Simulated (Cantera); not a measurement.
Input (Python, Cantera) and output of one run.

```python
import numpy as np
import cantera as ct

gas_names = """
    C CO COS CO2 CS CS2 C2 C2O C3 C3O2 C4 C5 Mg MgO MgS Mg2 O O2 O3 S SO SO2 SO3 S2 S2O S8
""".split()
cond_names = """
    C(gr) Mg(cr) Mg(L) MgCO3(s) MgO(s) MgO(L) MgS(s) MgSO4(s) MgSO4(L) S(cr1) S(cr2) S(L)
""".split()


# ... load() reads the species with a 1 bar reference pressure and builds the phases ...
atoms = {
    'MgCO3': {'Mg': 1, 'C': 1, 'O': 3},
    'SO3': {'S': 1, 'O': 3},
    'O2': {'O': 2},
}
top_T = {'C(gr)': 4500, 'MgS(s)': 2250}  # K; cautious upper limits of use, not melting points


# ... equilibrate(T, P, feed) seeds the gas with the atoms and calls Mixture.equilibrate('TP', solver="vcs", rtol=1e-11, max_steps=5000) ...
results = []
T = 1525  # K
P = 1200000  # Pa
for m in [0.55, 0.67, 0.82, 0.99, 1.2, 1.5, 1.8, 2.1, 2.6, 3.1, 3.8, 4.6]:
    feed = {'MgCO3': 1, 'SO3': m, 'O2': 1.7}  # mol
    mix = equilibrate(T, P, feed)
    results.append((T, P, feed, dict(zip(mix.species_names, mix.species_moles))))
    x = sorted(zip(gas.X, gas.species_names), reverse=True)
    print(f"T = {T:g} K  P = {P:g} Pa  n(SO3) = {m:g} mol  gas = {mix.phase_moles(0):.4g} mol")
    print("   x: " + "  ".join(f"{s} {v:.3e}" for v, s in x if v > 1e-06))
    print("   condensed (mol): " + ("  ".join(f"{mix.phase(i).name} {mix.phase_moles(i):.4g}"
          for i in range(1, mix.n_phases) if mix.phase_moles(i) > 1e-12) or "none"))
```

Output:

```
T = 1525 K  P = 1.2e+06 Pa  n(SO3) = 0.55 mol  gas = 3.503 mol
   x: O2 5.576e-01  CO2 2.854e-01  SO2 1.447e-01  SO3 1.233e-02  O 1.221e-06
   condensed (mol): MgO(s) 1
T = 1525 K  P = 1.2e+06 Pa  n(SO3) = 0.67 mol  gas = 3.679 mol
   x: O2 5.461e-01  CO2 2.718e-01  SO2 1.679e-01  SO3 1.417e-02  O 1.208e-06
   condensed (mol): MgO(s) 1
T = 1525 K  P = 1.2e+06 Pa  n(SO3) = 0.82 mol  gas = 3.898 mol
   x: O2 5.331e-01  CO2 2.565e-01  SO2 1.942e-01  SO3 1.619e-02  O 1.194e-06
   condensed (mol): MgO(s) 1
T = 1525 K  P = 1.2e+06 Pa  n(SO3) = 0.99 mol  gas = 4.147 mol
   x: O2 5.202e-01  CO2 2.411e-01  SO2 2.205e-01  SO3 1.816e-02  O 1.179e-06
   condensed (mol): MgO(s) 1
T = 1525 K  P = 1.2e+06 Pa  n(SO3) = 1.2 mol  gas = 4.455 mol
   x: O2 5.062e-01  SO2 2.491e-01  CO2 2.245e-01  SO3 2.024e-02  O 1.163e-06
   condensed (mol): MgO(s) 1
T = 1525 K  P = 1.2e+06 Pa  n(SO3) = 1.5 mol  gas = 4.895 mol
   x: O2 4.892e-01  SO2 2.838e-01  CO2 2.043e-01  SO3 2.267e-02  O 1.144e-06
   condensed (mol): MgO(s) 1
T = 1525 K  P = 1.2e+06 Pa  n(SO3) = 1.8 mol  gas = 5.334 mol
   x: O2 4.751e-01  SO2 3.128e-01  CO2 1.875e-01  SO3 2.462e-02  O 1.127e-06
   condensed (mol): MgO(s) 1
T = 1525 K  P = 1.2e+06 Pa  n(SO3) = 2.1 mol  gas = 5.774 mol
   x: O2 4.631e-01  SO2 3.375e-01  CO2 1.732e-01  SO3 2.623e-02  O 1.113e-06
   condensed (mol): MgO(s) 1
T = 1525 K  P = 1.2e+06 Pa  n(SO3) = 2.6 mol  gas = 6.508 mol
   x: O2 4.468e-01  SO2 3.712e-01  CO2 1.537e-01  SO3 2.833e-02  O 1.093e-06
   condensed (mol): MgO(s) 1
T = 1525 K  P = 1.2e+06 Pa  n(SO3) = 3.1 mol  gas = 6.573 mol
   x: O2 4.456e-01  SO2 3.738e-01  CO2 1.521e-01  SO3 2.849e-02  O 1.091e-06
   condensed (mol): MgO(s) 0.5441  MgSO4(L) 0.4559
T = 1525 K  P = 1.2e+06 Pa  n(SO3) = 3.8 mol  gas = 6.801 mol
   x: O2 4.413e-01  SO2 3.827e-01  CO2 1.470e-01  SO3 2.903e-02  O 1.086e-06
   condensed (mol): MgSO4(L) 1
T = 1525 K  P = 1.2e+06 Pa  n(SO3) = 4.6 mol  gas = 7.976 mol
   x: O2 4.232e-01  SO2 4.202e-01  CO2 1.254e-01  SO3 3.122e-02  O 1.064e-06
   condensed (mol): MgSO4(L) 1
```

Method: chemical equilibrium by Gibbs-energy minimisation in Cantera with the NASA 1993 tables (ideal gas, pure condensed phases). Mutual solubility and eutectic melting of coexisting phases are not modelled.
